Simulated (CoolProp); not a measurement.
Isobutane along the isobar 16.2 MPa: fugacity coefficient from the reference equation and from simpler models built on Tc = 134.7 °C, pc = 3.629 MPa, ω = 0.184; each cubic takes its own stable root.

Computed with CoolProp (reference Helmholtz-energy equation of state, Bücker 2006).

| T (°C) | phase | reference | van der Waals | Redlich-Kwong | Soave-Redlich-Kwong | Peng-Robinson |
|---|---|---|---|---|---|---|
| 26.15 | liquid | 0.03920 | 0.1259 | 0.05235 | 0.04114 | 0.03760 |
| 33.85 | liquid | 0.04750 | 0.1378 | 0.06216 | 0.04995 | 0.04559 |
| 41.65 | liquid | 0.05698 | 0.1503 | 0.07312 | 0.06004 | 0.05473 |
| 49.35 | liquid | 0.06743 | 0.1630 | 0.08492 | 0.07119 | 0.06484 |
| 57.15 | liquid | 0.07913 | 0.1763 | 0.09783 | 0.08369 | 0.07617 |
| 64.85 | liquid | 0.09177 | 0.1897 | 0.1115 | 0.09724 | 0.08845 |
| 72.65 | liquid | 0.1057 | 0.2036 | 0.1262 | 0.1121 | 0.1020 |
| 80.35 | liquid | 0.1205 | 0.2175 | 0.1416 | 0.1280 | 0.1164 |
| 88.15 | liquid | 0.1365 | 0.2319 | 0.1579 | 0.1452 | 0.1320 |
| 95.85 | liquid | 0.1532 | 0.2463 | 0.1747 | 0.1633 | 0.1484 |
| 103.55 | liquid | 0.1709 | 0.2608 | 0.1922 | 0.1823 | 0.1658 |
| 111.35 | liquid | 0.1896 | 0.2757 | 0.2104 | 0.2025 | 0.1842 |
| 119.05 | liquid | 0.2089 | 0.2905 | 0.2288 | 0.2232 | 0.2031 |
| 126.85 | liquid | 0.2291 | 0.3056 | 0.2479 | 0.2450 | 0.2230 |
